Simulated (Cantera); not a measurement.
## Adiabatic ignition

An adiabatic, constant-volume homogeneous reactor starts with 8.39 % C₂H₄, 16.8 % O₂, 63.1 % N₂, 11.7 % CO₂, equivalence ratio 1.5, at 1800 K and 1000000 Pa.

Cantera simulation using GRI-Mech 3.0 (53 species, 325 reactions); the numbers are that mechanism's predictions, not measurements. GRI-Mech 3.0 was tuned for natural gas; its chemistry of ethylene as a main component is partial and can be far from experiment. Above 3000 K some thermodynamic fits are extrapolated.

| t (s) | T (K) | P (bar) | x C₂H₄ | x O₂ | x CO₂ | x H | x H₂O |
|---|---|---|---|---|---|---|---|
| 1.00e-6 | 1836 | 10.3 | 0.0712 | 0.156 | 0.117 | 0.000935 | 0.00360 |
| 4.64e-6 | 3179 | 19.7 | <1e-12 | 0.00896 | 0.100 | 0.00956 | 0.114 |
| 2.15e-5 | 3176 | 19.7 | <1e-12 | 0.00774 | 0.0998 | 0.00909 | 0.114 |
| 0.000100 | 3164 | 19.6 | <1e-12 | 0.00698 | 0.0988 | 0.00890 | 0.114 |
| 0.000464 | 3164 | 19.6 | <1e-12 | 0.00697 | 0.0988 | 0.00889 | 0.114 |
| 0.00215 | 3164 | 19.6 | <1e-12 | 0.00697 | 0.0988 | 0.00889 | 0.114 |
| 0.0100 | 3164 | 19.6 | <1e-12 | 0.00697 | 0.0988 | 0.00889 | 0.114 |
| 0.0464 | 3164 | 19.6 | <1e-12 | 0.00697 | 0.0988 | 0.00889 | 0.114 |
| 0.215 | 3164 | 19.6 | <1e-12 | 0.00697 | 0.0988 | 0.00889 | 0.114 |
| 1.00 | 3164 | 19.6 | <1e-12 | 0.00697 | 0.0988 | 0.00889 | 0.114 |
x: mole fraction; the columns are a selection and need not sum to one.

The time of steepest temperature rise is 1.47 µs. The temperature at 1.00 s is 3164 K and the equilibrium temperature comes out as 3164 K. The x(C₂H₄) at 1.00 s is <1e-12 (gas-phase equilibrium <1e-12), the x(O₂) at 1.00 s comes out as 0.00697 (gas-phase equilibrium 0.00697) and the x(CO₂) at 1.00 s is 0.0988 (gas-phase equilibrium 0.0988).
